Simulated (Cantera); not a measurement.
Input (Python, Cantera) and output of one run.

```python
import numpy as np
import cantera as ct

gas_names = """
    CL CL2 N N2 Si SiCL SiCL2 SiCL3 SiCL4 SiN Si2 Si2N Si3
""".split()
cond_names = """
    Si(cr) Si(L) Si3N4(a)
""".split()


def load(file, names, dense=False):
    # The tables refer to 1 bar. Condensed volumes are neglected.
    table = {s.name: s for s in ct.Species.list_from_file(file)}
    out = []
    for n in names:
        d = dict(table[n].input_data)
        d["thermo"] = dict(d["thermo"], **{"reference-pressure": 1e5})
        if dense:
            d["equation-of-state"] = {"model": "constant-volume", "density": "1e6 g/cm^3"}
        out.append(ct.Species.from_dict(d))
    return out


gas = ct.Solution(thermo="ideal-gas", species=load("nasa_gas.yaml", gas_names))
cond = {s.name: ct.Solution(thermo="fixed-stoichiometry", species=[s], name=s.name)
        for s in load("nasa_condensed.yaml", cond_names, dense=True)}
atoms = {
    'Si2Cl6': {'Si': 2, 'CL': 6},
    'N2': {'N': 2},
}
top_T = {'Si3N4(a)': 2400}  # K; cautious upper limits of use, not melting points


def equilibrate(T, P, feed):
    n = {}
    for name, mol in feed.items():
        for a, k in atoms[name].items():
            n[a] = n.get(a, 0.0) + k * mol
    gas.TPX = T, P, n
    mass = sum(n.values()) * gas.mean_molecular_weight
    gas.equilibrate("TP")
    valid = [c for c in cond.values() if c.min_temp <= T <= top_T.get(c.name, c.max_temp)]
    mix = ct.Mixture([(gas, mass / gas.mean_molecular_weight)] + [(c, 0.0) for c in valid])
    mix.T, mix.P = T, P
    mix.equilibrate("TP", solver="vcs", rtol=1e-11, max_steps=5000)
    return mix


results = []
feed = {'Si2Cl6': 1, 'N2': 0.73}  # mol
P = 100  # Pa
for T in [850, 875, 900, 925, 950, 975, 1000, 1025, 1050, 1075, 1100, 1125]:
    mix = equilibrate(T, P, feed)
    results.append((T, P, feed, dict(zip(mix.species_names, mix.species_moles))))
    x = sorted(zip(gas.X, gas.species_names), reverse=True)
    print(f"T = {T:g} K  P = {P:g} Pa  gas = {mix.phase_moles(0):.4g} mol")
    print("   x: " + "  ".join(f"{s} {v:.3e}" for v, s in x if v > 1e-06))
    print("   condensed (mol): " + ("  ".join(f"{mix.phase(i).name} {mix.phase_moles(i):.4g}"
          for i in range(1, mix.n_phases) if mix.phase_moles(i) > 1e-12) or "none"))
```

Output:

```
T = 850 K  P = 100 Pa  gas = 1.897 mol
   x: SiCL4 7.908e-01  N2 2.091e-01  SiCL3 5.101e-05
   condensed (mol): Si3N4(a) 0.1667
T = 875 K  P = 100 Pa  gas = 1.897 mol
   x: SiCL4 7.908e-01  N2 2.091e-01  SiCL3 1.002e-04
   condensed (mol): Si3N4(a) 0.1667
T = 900 K  P = 100 Pa  gas = 1.897 mol
   x: SiCL4 7.907e-01  N2 2.092e-01  SiCL3 1.895e-04  SiCL2 2.166e-06
   condensed (mol): Si3N4(a) 0.1666
T = 925 K  P = 100 Pa  gas = 1.897 mol
   x: SiCL4 7.905e-01  N2 2.092e-01  SiCL3 3.462e-04  SiCL2 6.017e-06
   condensed (mol): Si3N4(a) 0.1666
T = 950 K  P = 100 Pa  gas = 1.897 mol
   x: SiCL4 7.902e-01  N2 2.092e-01  SiCL3 6.121e-04  SiCL2 1.583e-05
   condensed (mol): Si3N4(a) 0.1666
T = 975 K  P = 100 Pa  gas = 1.898 mol
   x: SiCL4 7.897e-01  N2 2.092e-01  SiCL3 1.051e-03  SiCL2 3.957e-05
   condensed (mol): Si3N4(a) 0.1665
T = 1000 K  P = 100 Pa  gas = 1.898 mol
   x: SiCL4 7.889e-01  N2 2.093e-01  SiCL3 1.754e-03  SiCL2 9.441e-05
   condensed (mol): Si3N4(a) 0.1664
T = 1025 K  P = 100 Pa  gas = 1.899 mol
   x: SiCL4 7.875e-01  N2 2.094e-01  SiCL3 2.852e-03  SiCL2 2.156e-04
   condensed (mol): Si3N4(a) 0.1661
T = 1050 K  P = 100 Pa  gas = 1.901 mol
   x: SiCL4 7.854e-01  N2 2.096e-01  SiCL3 4.527e-03  SiCL2 4.728e-04
   condensed (mol): Si3N4(a) 0.1658
T = 1075 K  P = 100 Pa  gas = 1.904 mol
   x: SiCL4 7.821e-01  N2 2.099e-01  SiCL3 7.021e-03  SiCL2 9.977e-04
   condensed (mol): Si3N4(a) 0.1652
T = 1100 K  P = 100 Pa  gas = 1.908 mol
   x: SiCL4 7.770e-01  N2 2.103e-01  SiCL3 1.065e-02  SiCL2 2.031e-03  CL 1.393e-06
   condensed (mol): Si3N4(a) 0.1643
T = 1125 K  P = 100 Pa  gas = 1.916 mol
   x: SiCL4 7.692e-01  N2 2.110e-01  SiCL3 1.580e-02  SiCL2 3.992e-03  CL 2.416e-06
   condensed (mol): Si3N4(a) 0.1629
```

Method: chemical equilibrium by Gibbs-energy minimisation in Cantera with the NASA 1993 tables (ideal gas, pure condensed phases). The feed counts by its element totals alone. N2 is the only nitrogen source here; it is nearly inert below about 1500 K, so the nitride shown seldom forms there in practice. The tables' values for SiCl3 are old estimates; treat these amounts as uncertain.
